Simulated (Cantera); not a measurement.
Ignition delay

Mixture: CO : H₂ : O₂ : N₂ = 1 : 0.097 : 0.997 : 3.75 (molar parts), equivalence ratio 0.55, at 0.550 bar, adiabatic and at constant pressure. Ignition delay is the time to a rise of 400 K.

Computed with Cantera and GRI-Mech 3.0 (53 species, 325 reactions). Where the delays flatten at high temperature, the 400 K rule measures the pace of heat release, not the induction time.

| T0 (K) | delay (ms) |
|---|---|
| 1100 | 0.508 |
| 1175 | 0.387 |
| 1250 | 0.327 |
| 1325 | 0.297 |
| 1400 | 0.287 |
| 1475 | 0.291 |
| 1550 | 0.306 |
